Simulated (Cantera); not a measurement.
A closed system holds: 1 mol Si₃N₄, a varied amount of CO₂, 6.3 mol N₂, held at 1550 °C and 1 atm.

These are equilibrium values from Cantera (NASA tables, ideal gas, pure condensed phases), not measurements of a reactor. Candidate condensed phases: C, Si, SiC, SiO₂, Si₂N₂O, Si₃N₄; 34 gas species. Kinetics and transport are ignored.

Problem. At 1.2 mol CO₂, list the 3 most abundant gas species with their mole fractions, and the condensed phases.

Solution. N₂ 0.883, CO 0.117, SiO 0.000414. Condensed: C(graphite) + Si₂N₂O(s).
